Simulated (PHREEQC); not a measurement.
Solution (40 °C): 0.044 mol CdSO4 per kg of water. Closed to the air; pH follows from the charge balance.

All values are PHREEQC results (ion-association model, phreeqc.dat), not measurements.

This is a speciation only: nothing precipitates in the calculation.

Order these Cd species by the share of Cd that they hold, largest first: Cd+2, Cd(SO4)2-2, CdSO4.

Cd+2 (51 %), CdSO4 (41 %), Cd(SO4)2-2 (8.0 %)

The pH is 5.94 and the ionic strength 0.0890 mol/kgw. Species that the database lacks are ignored. At this temperature some constants are extrapolated from 25 °C, and those without enthalpy data are left unchanged.
